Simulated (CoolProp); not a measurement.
A single-stage vapour-compression cycle with cyclopropane: evaporating at 325.15 K (dew point), condensing at 364.15 K (bubble point), superheat 8 K, subcooling 8 K, compressor efficiency 0.8, no pressure losses. Each further row changes one setting.

The numbers come from the reference Helmholtz-energy equation of state, Polt 1992 in CoolProp. This equation is an older, rougher fit; its heat capacities, sound speeds and derivatives of the liquid may be far off and weren't checked against measurements.

```tsv
case	cooling COP	pressure ratio	discharge temperature (K)	refrigerating effect (kJ/kg)	volumetric capacity (kJ/m³)
as stated	5.44	2.20	383.0	291	7620
evaporating temperature 330.15 K	___	1.97	___	295	8640
condensing temperature 359.15 K	___	2.01	___	305	7990
subcooling 13 K	5.71	2.20	383.0	306	8000
superheat 18 K	5.47	2.20	___	___	7680
compressor efficiency 0.7	4.76	2.20	386.0	291	7620
```

Problem. Complete the blanks.

Solution. 
- evaporating temperature 330.15 K, cooling COP: 6.45
- evaporating temperature 330.15 K, discharge temperature (K): 381.4
- condensing temperature 359.15 K, cooling COP: 6.46
- condensing temperature 359.15 K, discharge temperature (K): 376.9
- superheat 18 K, discharge temperature (K): 392.1
- superheat 18 K, refrigerating effect (kJ/kg): 310
